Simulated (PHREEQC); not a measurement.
A solution holds 0.18 mol Ni(NO3)2, 0.0036 mol H3BO3 and 0.0024 mol NiCl2 per kg of water, at 25 °C. Closed to the air; pH follows from the charge balance.

Equilibrium calculation in PHREEQC: ion-association model, wateq4f.dat.

| quantity | before | after |
|---|---|---|
| pH | 5.49 | 5.21 |
| Cl- (mol/kgw) | 0.00430 | 0.00430 |
| NiCl+ (mol/kgw) | 0.000499 | 0.000499 |
| NiCl2 (mol/kgw) | 3.22e-6 | 3.22e-6 |
| NiOH+ (mol/kgw) | 3.04e-6 | 1.60e-6 |
| H2BO3- (mol/kgw) | 1.24e-6 | 6.52e-6 |

Problem. What was changed between the two runs?
A) H3BO3 from 0.0036 to 0.0054 mol/kgw
B) diluted 5-fold with water
C) temperature from 25 to 75 °C
D) H3BO3 from 0.0036 to 0.036 mol/kgw

Solution. D, H3BO3 from 0.0036 to 0.036 mol/kgw

This is a speciation only: nothing precipitates in the calculation.
